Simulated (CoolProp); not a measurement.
2000 sccm (0 °C, 1 atm) of nitrogen bubbles through liquid octamethyltrisiloxane (MDM) at 372.8 K and leaves saturated at a total pressure of 0.15 MPa (ideal gas phase). Each further row changes one setting.

Values from CoolProp's reference Helmholtz-energy equation of state, Thol 2017.

```csv
case,vapour pressure (kPa),mole fraction of vapour,delivery (mg/min),delivery (sccm),change of delivery for a bath 1 K warmer (%)
as stated,19.7,…,3190,302,4.3
bath temperature 377.8 K,23.6,…,3940,…,4.3
total pressure 0.3 MPa,19.7,0.0657,1480,141,4.0
```

### Question
Complete the blanks.

### Answer

- as stated, mole fraction of vapour: 0.131
- bath temperature 377.8 K, mole fraction of vapour: 0.157
- bath temperature 377.8 K, delivery (sccm): 373
